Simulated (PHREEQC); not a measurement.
Solution (35 °C): 0.045 mol ZnCl2 and 0.11 mol NaCl per kg of water. Closed to the air; pH follows from the charge balance.

Computed with PHREEQC (ion-association model, phreeqc.dat).

This is a speciation only: nothing precipitates in the calculation.

Problem. Order these Cl species by the share of Cl that they hold, largest first: ZnCl3-, Cl-, ZnCl+, ZnCl2.

Solution. Cl- (95 %), ZnCl+ (3.9 %), ZnCl2 (0.77 %), ZnCl3- (0.27 %)

Problem. Order these Zn species by the share of Zn that they hold, largest first: ZnCl2, ZnCl3-, ZnCl+, Zn+2.

Solution. Zn+2 (80 %), ZnCl+ (18 %), ZnCl2 (1.7 %), ZnCl3- (0.40 %)

The pH is 5.12 and the ionic strength 0.226 mol/kgw.
